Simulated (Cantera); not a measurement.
A closed system holds: 1 mol NaI, 0.19 mol H2, at 1273 K and 76.0 Pa.

Equilibrium computed with Cantera from the NASA thermochemical tables; the gas is ideal and each condensed phase is pure. Candidate condensed phases: I2, Na, NaI; 9 gas species. Gases not in the tables: NaBr and NaI dimers. Equilibrium is a limit: real reactors are often held back by kinetics, nucleation or transport.

Base state: NaI 0.833, H2 0.159, Na 0.00428, I 0.00382, HI 0.000466, H 1.03e-5 (mole fractions); condensed: gas only.

What changes in the equilibrium state with this change: temperature from 1273 K to 1973.15 K?


```csv
species,before,after
Na,0.00428,0.345
I,0.00382,0.343
NaI,0.833,0.199
H,1.03e-5,0.0151
H2,0.159,0.0950
NaH,1.96e-7,2.13e-5
HI,0.000466,0.00188
```
